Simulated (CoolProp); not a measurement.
R113 at 339.12 K and 0.574 MPa is throttled through a valve to 0.318 MPa with no heat exchange. Each further row changes one setting.

Computed with CoolProp (reference Helmholtz-energy equation of state, Marx 1992).

| case | temperature change (K) | final phase | final density (kg/m³) |
|---|---|---|---|
| as stated | (withheld) | liquid | 1460 |
| outlet pressure 0.0954 MPa | (withheld) | (withheld) | 51.1 |
| outlet pressure 0.413 MPa | +0.0 | liquid | 1460 |

### Question
Some entries are withheld; supply them.

### Answer

- as stated, temperature change (K): +0.1
- outlet pressure 0.0954 MPa, temperature change (K): -20.2
- outlet pressure 0.0954 MPa, final phase: two-phase, vapour fraction 0.133
